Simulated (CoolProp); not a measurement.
Vapour-liquid equilibrium of fluoroethane (R161) (1) + R134a (2) at -70.35 °C; x and y are mole fractions of (1).

The numbers come from the multi-fluid Helmholtz-energy mixture model, Wu 2012 and Tillner-Roth 1994; pair parameters Bell 2016 in CoolProp.

```csv
x,"bubble pressure, mixture model (kPa)","bubble pressure, Raoult's law (kPa)","y, mixture model","y, Raoult's law"
0.05,8.128,8.235,0.091,0.103
0.15,8.860,9.146,0.255,0.277
0.25,9.642,10.06,0.398,0.420
0.35,10.48,10.97,0.524,0.539
0.45,11.36,11.88,0.633,0.640
0.55,12.29,12.79,0.726,0.726
0.65,13.27,13.70,0.807,0.801
0.75,14.28,14.61,0.875,0.867
0.85,15.32,15.52,0.932,0.925
0.95,16.37,16.43,0.980,0.976
```

The largest gap from Raoult's law is -4.5 % in bubble pressure, at x = 0.35. No azeotrope shows between x = 0.05 and 0.95.

Pair parameters are fitted to limited data, so mixtures are less certain than the pure fluids.
